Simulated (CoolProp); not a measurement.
Vapour-liquid equilibrium of propane (1) + R134a (2) at 262.4 K; x and y are mole fractions of (1).

The numbers come from the multi-fluid Helmholtz-energy mixture model, Lemmon 2009 and Tillner-Roth 1994; pair parameters Bell 2016 in CoolProp.

```tsv
x	bubble pressure (bar)	y at the bubble point	dew pressure at overall composition x (bar)	liquid density (mol/L)
0.05	2.635	0.279	2.045	12.92
0.15	3.462	0.481	2.269	12.71
0.25	3.854	0.555	2.543	12.52
0.35	4.034	0.591	2.884	12.36
0.45	4.119	0.613	3.312	12.24
0.55	4.163	0.631	3.827	12.16
0.65	4.180	0.653	4.180	12.13
0.75	4.155	0.688	4.033	12.13
0.85	4.033	0.750	3.769	12.18
0.95	3.690	0.879	3.497	12.26
```

y crosses x between x = 0.65 and 0.75: the model has an azeotrope there.

Pair parameters are fitted to limited data, so mixtures are less certain than the pure fluids. With so large a gap from Raoult's law the liquid may split in two, which this calculation doesn't test in full.
